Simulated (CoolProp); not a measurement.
Properties of octamethyltrisiloxane (MDM) along the isotherm 573.3 K.

Values from CoolProp's reference Helmholtz-energy equation of state, Thol 2017.

| p (MPa) | phase | cv (kJ/(kg K)) | isothermal compressibility (1/MPa) |
|---|---|---|---|
| 0.0227 | gas | 2.054 | 44.28 |
| 0.0354 | gas | 2.055 | 28.47 |
| 0.0551 | gas | 2.055 | 18.38 |
| 0.0858 | gas | 2.056 | 11.89 |
| 0.134 | gas | 2.058 | 7.700 |
| 0.208 | gas | 2.061 | 5.057 |
| 0.324 | gas | 2.065 | 3.356 |
| 0.504 | gas | 2.073 | 2.293 |
| 0.785 | gas | 2.087 | 1.675 |
| 1.22 | gas | 2.122 | 1.595 |
| 1.9 | supercritical | 2.155 | 0.3846 |
| 2.96 | supercritical | 2.132 | 0.08037 |
| 4.62 | supercritical | 2.122 | 0.03690 |
| 7.19 | supercritical | 2.116 | 0.02042 |
